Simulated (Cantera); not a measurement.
**Cu2O + CO + N2 (carbothermic reduction)**

A closed system holds: 1 mol Cu2O, 0.6 mol CO, a varied amount of N2, equilibrated at 77.0 mbar.

Cantera equilibrium calculation (NASA polynomials, part measured and part estimated; ideal gas, pure solids and liquids). Candidate condensed phases: C, Cu, CuO, Cu2O; 27 gas species. Each liquid is taken as pure. Mutual solubility and eutectic melting of coexisting phases are not modelled. Equilibrium is a limit: real reactors are often held back by kinetics, nucleation or transport.

Stable condensed phases:

```
T in K \ n(N2) in mol
         1.6 2.4 3.1 3.9 4.7 5.5 6.3 7.1 7.9
   2673    A   A   A   A   A   A   A   A   A
   2573    A   A   A   A   A   A   A   A   A
   2473    A   A   A   A   A   A   A   A   A
   2373    A   A   A   A   A   A   A   A   A
   2273    A   A   A   A   A   A   A   A   A
   2173    B   B   B   B   B   A   A   A   A
   2073    B   B   B   B   B   B   B   B   B
   1973    B   B   B   B   B   B   B   B   B
   1873    C   B   B   B   B   B   B   B   B
```

A: gas only; B: Cu; C: Cu + Cu2O.
